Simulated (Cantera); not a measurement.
What does this Cantera script print?

```python
import numpy as np
import cantera as ct

gas_names = [...]  # 113 gases of nasa_gas.yaml made of C, H, O, Pb
cond_names = """
    C(gr) C6H6(L) C7H8(L) C8H18(L),n-octa H2O(s) H2O(L) Pb(cr) Pb(L) PbO(rd) PbO(yw) PbO(L) PbO2(s)
    Pb3O4(s)
""".split()


# ... load() reads the species with a 1 bar reference pressure and builds the phases ...
atoms = {
    'PbO': {'Pb': 1, 'O': 1},
    'CH4': {'C': 1, 'H': 4},
    'CO': {'C': 1, 'O': 1},
}
top_T = {'C(gr)': 4500, 'Pb3O4(s)': 820}  # K; cautious upper limits of use, not melting points


# ... equilibrate(T, P, feed) seeds the gas with the atoms and calls Mixture.equilibrate('TP', solver="vcs", rtol=1e-11, max_steps=5000) ...
results = []
feed = {'PbO': 1, 'CH4': 0.39, 'CO': 2.1}  # mol
P = 133.322  # Pa
for T in [1048, 1198, 1348, 1498, 1648, 1798, 1948, 2098, 2248, 2398]:
    mix = equilibrate(T, P, feed)
    results.append((T, P, feed, dict(zip(mix.species_names, mix.species_moles))))

top = {s: max(r[3][s] / sum(r[3][g] for g in gas_names) for r in results) for s in gas_names}
cols = sorted((s for s in top if top[s] > 0.001), key=lambda s: -top[s])[:5]
seen = [c for c in cond_names if any(r[3].get(c, 0) > 1e-12 for r in results)]
print("log10 of partial pressures in bar; condensed amounts in mol")
print(f"{'T/K':>10s}" + "".join(f"{s[:9]:>10s}" for s in cols + seen))
for T, P, feed, n in results:
    ng = sum(n[g] for g in gas_names)
    print(f"{T:10.4g}" + "".join(f"{np.log10(max(n[s] / ng * P / 1e5, 1e-99)):10.3f}" for s in cols)
          + "".join(f"{n.get(c, 0):10.4g}" for c in seen))
```

It prints:

```
log10 of partial pressures in bar; condensed amounts in mol
       T/K        CO        Pb        H2       CO2         H     Pb(L)
      1048    -3.101    -4.350    -3.592    -3.724    -9.908    0.8866
      1198    -3.193    -3.506    -3.724    -3.867    -8.583         0
      1348    -3.185    -3.506    -3.751    -3.905    -7.511         0
      1498    -3.179    -3.506    -3.774    -3.939    -6.652         0
      1648    -3.174    -3.506    -3.795    -3.968    -5.948         0
      1798    -3.171    -3.507    -3.815    -3.993    -5.361         0
      1948    -3.170    -3.509    -3.841    -4.013    -4.867         0
      2098    -3.172    -3.514    -3.882    -4.031    -4.453         0
      2248    -3.179    -3.525    -3.951    -4.061    -4.110         0
      2398    -3.190    -3.546    -4.062    -4.155    -3.834         0
```

Equilibrium computed with Cantera from the NASA thermochemical tables; the gas is ideal and each condensed phase is pure.
